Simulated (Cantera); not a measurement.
A perfectly stirred reactor is fed with CH₄ : C₂H₆ : C₃H₈ : O₂ : N₂ = 1 : 0.19 : 0.36 : 4.91 : 18.4 (molar parts), at 500000 Pa; it is adiabatic with a 400 K inlet, and is followed from long to short residence time, starting on the burning branch (τ in s: 0.024, 0.012, 0.0055, 0.0026, 0.0012, 0.00059, 0.00028, 0.00013, 6.4e-05).

Computed with Cantera and GRI-Mech 3.0 (53 species, 325 reactions). GRI-Mech 3.0 was tuned for natural gas; its chemistry of propane as a main component is partial and can be far from experiment.

Question: What does this change do: pressure from 500000 Pa to 79000 Pa?

Answer: 
```tsv
quantity	before	after
blow-out, bracketed by the residence times tried	burning at 64.0 µs, the shortest tried	burning at 0.130 ms, out at 64.0 µs
x(CH₄) at τ = 24.0 ms	2.05e-6	4.99e-6
x(C₂H₆) at τ = 24.0 ms	4.31e-8	1.54e-7
x(C₃H₈) at τ = 24.0 ms	9.42e-8	3.02e-7
x(NO) at τ = 24.0 ms	0.00109	0.000573
x(OH) at τ = 24.0 ms	0.00302	0.00554
x(CH₄) at τ = 1.20 ms	2.18e-5	4.69e-5
x(C₂H₆) at τ = 1.20 ms	7.15e-7	2.16e-6
x(C₃H₈) at τ = 1.20 ms	1.41e-6	3.44e-6
x(NO) at τ = 1.20 ms	0.000255	9.57e-5
x(OH) at τ = 1.20 ms	0.00452	0.00827
```
